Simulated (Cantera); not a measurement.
An isothermal, constant-pressure homogeneous reactor starts with 0.575 % H₂, 94.3 % O₂, 5.09 % H₂O, at 1100 K and 1330 Pa.

Model: the H2/O2 subset of GRI-Mech 3.0, which has no nitrogen chemistry, integrated in Cantera. Radical loss at walls, strong at low pressure, is not modelled.

One state of this run: x H₂ = 7.50e-5; x O₂ = 0.941; x HO₂ = 2.19e-6; x OH = 0.000687; x O = 0.00208; x H₂O₂ = 9.36e-8; x H = 0.000178. x: mole fraction; the columns are a selection and need not sum to one.

Question: Which value of t (s) does it belong to?
A. 0.0548
B. 0.000330
C. 0.00996
D. 1.65

Answer: A, 0.0548
